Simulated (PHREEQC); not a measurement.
A solution holds 100 mmol/kgw HF, 93 mmol/kgw NaF and 0.037 mmol/kgw H2SO4, at 25 °C. Closed to the air; pH follows from the charge balance.

All values are PHREEQC results (ion-association model, wateq4f.dat), not measurements.

No solid was allowed to form.

Task: Estimate the pH, ionic strength.

Result: pH 3.13; ionic strength 0.0916 mol/kgw.

Task: In which forms is S present?

Result: SO4-2 83 %, NaSO4- 14 %, HSO4- 2.9 % of the S.

wateq4f.dat counts part of the HF as a dimer, H2F2, which phreeqc.dat doesn't know; its constant is uncertain.
